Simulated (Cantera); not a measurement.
An adiabatic, constant-volume homogeneous reactor starts with CO : H2 : O2 : N2 : H2O = 1 : 0.05 : 0.583 : 2.19 : 0.13 (molar parts), equivalence ratio 0.90, at 1073 K and 91000 Pa. Integrator tolerance rtol = 1e-08.

Cantera simulation using GRI-Mech 3.0 (53 species, 325 reactions); the numbers are that mechanism's predictions, not measurements.

Question: What does this change do: initial temperature 1073 to 1000 K?

Answer: 
| quantity | before | after |
|---|---|---|
| time of steepest temperature rise | 0.441 ms | 1.40 ms |
| temperature at 7.00 s | 2730 K | 2715 K |
| equilibrium temperature | 2730 K | 2715 K |
| x(CO) at 7.00 s | 0.0755 (gas-phase equilibrium 0.0755) | 0.0715 (gas-phase equilibrium 0.0715) |
| x(H2) at 7.00 s | 0.00229 (gas-phase equilibrium 0.00229) | 0.00216 (gas-phase equilibrium 0.00216) |
| x(O2) at 7.00 s | 0.0435 (gas-phase equilibrium 0.0435) | 0.0420 (gas-phase equilibrium 0.0420) |
| x(NO2) at 7.00 s | 6.25e-6 (gas-phase equilibrium 6.25e-6) | 6.19e-6 (gas-phase equilibrium 6.19e-6) |
| x(OH) at 7.00 s | 0.0101 (gas-phase equilibrium 0.0101) | 0.00957 (gas-phase equilibrium 0.00957) |

Question: What does this change do: constant pressure in place of constant volume?

Answer: 
| quantity | before | after |
|---|---|---|
| time of steepest temperature rise | 0.441 ms | 0.474 ms |
| temperature at 7.00 s | 2730 K | 2564 K |
| equilibrium temperature | 2730 K | 2564 K |
| x(CO) at 7.00 s | 0.0755 (gas-phase equilibrium 0.0755) | 0.0604 (gas-phase equilibrium 0.0604) |
| x(H2) at 7.00 s | 0.00229 (gas-phase equilibrium 0.00229) | 0.00189 (gas-phase equilibrium 0.00189) |
| x(O2) at 7.00 s | 0.0435 (gas-phase equilibrium 0.0435) | 0.0389 (gas-phase equilibrium 0.0389) |
| x(NO2) at 7.00 s | 6.25e-6 (gas-phase equilibrium 6.25e-6) | 3.33e-6 (gas-phase equilibrium 3.33e-6) |
| x(OH) at 7.00 s | 0.0101 (gas-phase equilibrium 0.0101) | 0.00785 (gas-phase equilibrium 0.00785) |
